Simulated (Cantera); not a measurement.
Cantera run:

```python
import numpy as np
import cantera as ct

gas_names = """
    B BH BH2 BH3 BN BO BO2 B2 B2O B2O2 B2O3 B3O3H3 H HBO HBO2 HNO HNO2 HNO3 HO2 H2 H2O H2O2 H3B3O6 N NH
    NH2 NH3 NH2OH NO NO2 NO3 N2 N2H2 N2H4 N2O O OH O2 O3
""".split()
cond_names = """
    B(b) B(L) BN(s) B2O3(L) B3O3H3(cr) H2O(s) H2O(L)
""".split()


# ... load() reads the species with a 1 bar reference pressure and builds the phases ...
atoms = {
    'B': {'B': 1},
    'H2O': {'H': 2, 'O': 1},
    'N2': {'N': 2},
}
top_T = {'BN(s)': 3200}  # K; cautious upper limits of use, not melting points


# ... equilibrate(T, P, feed) seeds the gas with the atoms and calls Mixture.equilibrate('TP', solver="vcs", rtol=1e-11, max_steps=5000) ...
results = []
T = 1923.15  # K
P = 23  # Pa
for m in [0.38, 0.43, 0.49, 0.55, 0.63, 0.71, 0.81, 0.92, 1, 1.2, 1.3, 1.5]:
    feed = {'B': 1, 'H2O': m, 'N2': 15}  # mol
    mix = equilibrate(T, P, feed)
    results.append((T, P, feed, dict(zip(mix.species_names, mix.species_moles))))
    x = sorted(zip(gas.X, gas.species_names), reverse=True)
    print(f"T = {T:g} K  P = {P:g} Pa  n(H2O) = {m:g} mol  gas = {mix.phase_moles(0):.4g} mol")
    print("   x: " + "  ".join(f"{s} {v:.3e}" for v, s in x if v > 0.001))
    print("   condensed (mol): " + ("  ".join(f"{mix.phase(i).name} {mix.phase_moles(i):.4g}"
          for i in range(1, mix.n_phases) if mix.phase_moles(i) > 1e-12) or "none"))
```

Output:

```
T = 1923.15 K  P = 23 Pa  n(H2O) = 0.38 mol  gas = 15.48 mol
   x: N2 9.491e-01  BO 1.930e-02  H2 1.891e-02  H 8.551e-03  HBO 2.728e-03  B2O2 1.208e-03
   condensed (mol): BN(s) 0.6176
T = 1923.15 K  P = 23 Pa  n(H2O) = 0.43 mol  gas = 15.6 mol
   x: N2 9.433e-01  H2 2.141e-02  BO 2.130e-02  H 9.099e-03  HBO 3.204e-03  B2O2 1.472e-03
   condensed (mol): BN(s) 0.5674
T = 1923.15 K  P = 23 Pa  n(H2O) = 0.49 mol  gas = 15.75 mol
   x: N2 9.366e-01  H2 2.437e-02  BO 2.359e-02  H 9.708e-03  HBO 3.786e-03  B2O2 1.805e-03
   condensed (mol): BN(s) 0.5072
T = 1923.15 K  P = 23 Pa  n(H2O) = 0.55 mol  gas = 15.89 mol
   x: N2 9.299e-01  H2 2.728e-02  BO 2.578e-02  H 1.027e-02  HBO 4.377e-03  B2O2 2.155e-03
   condensed (mol): BN(s) 0.4471
T = 1923.15 K  P = 23 Pa  n(H2O) = 0.63 mol  gas = 16.08 mol
   x: N2 9.214e-01  H2 3.110e-02  BO 2.854e-02  H 1.097e-02  HBO 5.175e-03  B2O2 2.643e-03
   condensed (mol): BN(s) 0.3668
T = 1923.15 K  P = 23 Pa  n(H2O) = 0.71 mol  gas = 16.27 mol
   x: N2 9.130e-01  H2 3.484e-02  BO 3.116e-02  H 1.161e-02  HBO 5.979e-03  B2O2 3.150e-03
   condensed (mol): BN(s) 0.2866
T = 1923.15 K  P = 23 Pa  n(H2O) = 0.81 mol  gas = 16.51 mol
   x: N2 9.030e-01  H2 3.939e-02  BO 3.425e-02  H 1.234e-02  HBO 6.987e-03  B2O2 3.804e-03
   condensed (mol): BN(s) 0.1863
T = 1923.15 K  P = 23 Pa  n(H2O) = 0.92 mol  gas = 16.77 mol
   x: N2 8.923e-01  H2 4.427e-02  BO 3.743e-02  H 1.308e-02  HBO 8.095e-03  B2O2 4.544e-03
   condensed (mol): BN(s) 0.07607
T = 1923.15 K  P = 23 Pa  n(H2O) = 1 mol  gas = 16.95 mol
   x: N2 8.849e-01  H2 4.774e-02  BO 3.961e-02  H 1.359e-02  HBO 8.897e-03  B2O2 5.089e-03
   condensed (mol): none
T = 1923.15 K  P = 23 Pa  n(H2O) = 1.2 mol  gas = 17.06 mol
   x: N2 8.792e-01  H2 5.776e-02  BO 2.722e-02  H 1.495e-02  B2O3 8.268e-03  HBO 6.724e-03  HBO2 3.247e-03  B2O2 2.403e-03
   condensed (mol): none
T = 1923.15 K  P = 23 Pa  n(H2O) = 1.3 mol  gas = 17.12 mol
   x: N2 8.763e-01  H2 6.224e-02  BO 2.144e-02  H 1.551e-02  B2O3 1.126e-02  HBO2 5.828e-03  HBO 5.498e-03  B2O2 1.491e-03
   condensed (mol): none
T = 1923.15 K  P = 23 Pa  n(H2O) = 1.5 mol  gas = 17.25 mol
   x: N2 8.696e-01  H2 6.919e-02  H 1.636e-02  B2O3 1.393e-02  HBO2 1.349e-02  BO 1.208e-02  HBO 3.266e-03  H2O 1.203e-03
   condensed (mol): none
```

Cantera equilibrium calculation (NASA polynomials, part measured and part estimated; ideal gas, pure solids and liquids).
